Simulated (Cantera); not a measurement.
A perfectly stirred reactor is fed with CH4 : O2 : N2 = 0.0061 : 0.0067 : 3.9 (molar parts), equivalence ratio 1.8, at 4580 Torr; it is held at 1500 K, and followed from long to short residence time.

Model: GRI-Mech 3.0 (53 species, 325 reactions), integrated in Cantera.

### Question
Predict: x(CH4) at τ = 8.60 s; x(O2) at τ = 8.60 s; x(H2) at τ = 8.60 s; x(CH4) at τ = 67.0 ms; x(O2) at τ = 67.0 ms; x(H2) at τ = 67.0 ms; x(N2O) at τ = 67.0 ms.

### Answer
```json
{
  "x(CH4) at τ = 8.60 s": "0.000236",
  "x(O2) at τ = 8.60 s": "2.08e-5",
  "x(H2) at τ = 8.60 s": "0.000783",
  "x(CH4) at τ = 67.0 ms": "0.000509",
  "x(O2) at τ = 67.0 ms": "0.000544",
  "x(H2) at τ = 67.0 ms": "0.000555",
  "x(N2O) at τ = 67.0 ms": "1.15e-8"
}
```
